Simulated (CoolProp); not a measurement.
Vapour pressure (MPa) of m-xylene: the reference equation beside estimates from Tc = 616.9 K, pc = 3.535 MPa, ω = 0.326. Clausius-Clapeyron is anchored at 405.9 K with a constant enthalpy of vaporisation of 36.51 kJ/mol.

Model: reference Helmholtz-energy equation of state, Zhou 2012, in CoolProp.

```
T (K)  reference  Clausius-Clapeyron  Soave-Redlich-Kwong
-----  ---------  ------------------  -------------------
369.4    0.02741             0.02928              0.02671
378.5    0.03727             0.03896              0.03647
387.6    0.04982             0.05116              0.04896
396.7    0.06556             0.06635              0.06468
405.9    0.08527             0.08527              0.08445
415       0.1091              0.1081               0.1084
424.1     0.1380              0.1357               0.1375
433.2     0.1724              0.1686               0.1724
442.3     0.2132              0.2077               0.2138
451.5     0.2618              0.2543               0.2632
```

Absolute difference from the reference over all 10 rows, mean and median: Clausius-Clapeyron 2.5 and 2.4 %, Soave-Redlich-Kwong 1.1 and 0.8 %.
